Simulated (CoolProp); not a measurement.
Vapour pressure (MPa) of fluoroethane (R161): the reference equation beside estimates from Tc = 375.2 K, pc = 5.010 MPa, ω = 0.216. Clausius-Clapeyron is anchored at 197.5 K with a constant enthalpy of vaporisation of 22.26 kJ/mol.

Values from CoolProp's reference Helmholtz-energy equation of state, Wu 2012.

```tsv
T (K)	reference	Lee-Kesler	Clausius-Clapeyron	van der Waals	Redlich-Kwong	Soave-Redlich-Kwong	Peng-Robinson
197.5	0.01184	0.01123	0.01184	0.1955	0.02241	0.01144	0.01209
210.1	0.02662	0.02559	0.02670	0.2885	0.04772	0.02593	0.02693
222.7	0.05386	0.05244	0.05490	0.4085	0.09137	0.05287	0.05412
235.3	0.09995	0.09841	0.1045	0.5588	0.1606	0.09877	0.1000
247.9	0.1728	0.1716	0.1864	0.7425	0.2635	0.1717	0.1724
260.5	0.2814	0.2812	0.3143	0.9625	0.4082	0.2810	0.2804
273.1	0.4361	0.4374	0.5050	1.221	0.6033	0.4373	0.4343
285.7	0.6478	0.6510	0.7782	1.521	0.8571	0.6521	0.6455
298.3	0.9283	0.9333	1.156	1.865	1.178	0.9376	0.9264
310.9	1.290	1.296	1.663	2.254	1.572	1.307	1.290
323.5	1.746	1.754	2.326	2.690	2.049	1.773	1.751
336.1	2.311	2.320	3.173	3.175	2.615	2.350	2.325
```

Absolute difference from the reference over all 12 rows, mean and median: Lee-Kesler 1.4 and 0.5 %, Clausius-Clapeyron 15.5 and 13.7 %, van der Waals 400.5 and 211.0 %, Redlich-Kwong 45.5 and 41.7 %, Soave-Redlich-Kwong 1.4 and 1.2 %, Peng-Robinson 0.5 and 0.4 %.
